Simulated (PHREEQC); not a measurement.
Dissolve 0.029 mol/kgw HF, 0.27 mol/kgw KF, 2.1e-06 mol/kgw H4SiO4 and 0.0003 mol/kgw H3PO4 at 25 °C. Closed to the air; pH follows from the charge balance.

Equilibrium calculation in PHREEQC: ion-association model, wateq4f.dat.

```tsv
quantity	before	after
pH	4.25	2.39
ionic strength (mol/kgw)	0.270	0.00437
F- (mol/kgw)	0.255	0.00385
HF2- (mol/kgw)	0.0144	0.000325
HF (mol/kgw)	0.0138	0.0220
H2F2 (mol/kgw)	0.000527	0.00126
SI of Quartz (SiO2)	-10.90	-7.77
```

**Question.** Which change was made?
A. KF from 0.27 to 0.405 mol/kgw
B. 0.036 mol/kgw (CH3)4NF added
C. HF from 0.029 to 0.0261 mol/kgw
D. H3PO4 from 0.0003 to 0.00015 mol/kgw
E. KF left out

**Answer.** E, KF left out

This is a speciation only: nothing precipitates in the calculation. H3PO4, which wateq4f.dat lacks, is added to it with the constant of phreeqc.dat. SiF6-2 is the database's only silicon fluoride.
